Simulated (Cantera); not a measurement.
Feed: 1 mol CH2F2, 0.56 mol F2, held at 2048 K and 1330 Pa.

Method: chemical equilibrium by Gibbs-energy minimisation in Cantera with the NASA 1993 tables (ideal gas, pure condensed phases). Candidate condensed phases: C, C6H6, C7H8, C8H18; 95 gas species. Gases not in the tables: C2F6 and larger saturated fluorocarbons. Equilibrium is a limit: real reactors are often held back by kinetics, nucleation or transport.

Base state: HF 0.842, CF4 0.0890, CF2 0.0425, F 0.0246, CF3 0.00191, CF 0.000144 (mole fractions); condensed: C(graphite).

Problem. What changes in the equilibrium state with this change: temperature from 2048 K to 2450 K?

Solution. 
| species | before | after |
|---|---|---|
| HF | 0.842 | 0.702 |
| F | 0.0246 | 0.201 |
| CF2 | 0.0425 | 0.0879 |
| CF4 | 0.0890 | 0.00196 |
| C3 | 6.59e-9 | 1.68e-5 |
| CF | 0.000144 | 0.00562 |
| C(graphite), mol | 0.683 | 0.725 |

Problem. What changes in the equilibrium state with this change: temperature from 2048 K to 3123 K?

Solution. 
```json
[
 {"species": "HF", "before": "0.842", "after": "0.507"},
 {"species": "F", "before": "0.0246", "after": "0.312"},
 {"species": "C3", "before": "6.59e-9", "after": "0.0654"},
 {"species": "CF4", "before": "0.0890", "after": "1.52e-8"},
 {"species": "C", "before": "6.27e-9", "after": "0.0108"},
 {"species": "H", "before": "6.40e-6", "after": "0.0482"},
 {"species": "CF", "before": "0.000144", "after": "0.0426"},
 {"species": "CF2", "before": "0.0425", "after": "0.00405"},
 {"species": "C2", "before": "<1e-9", "after": "0.00735"},
 {"species": "C5", "before": "<1e-9", "after": "0.00147"},
 {"species": "C2H", "before": "<1e-9", "after": "0.000738"},
 {"species": "C4", "before": "<1e-9", "after": "0.000287"},
 {"species": "C(graphite), mol", "before": "0.683", "after": "0"}
]
```
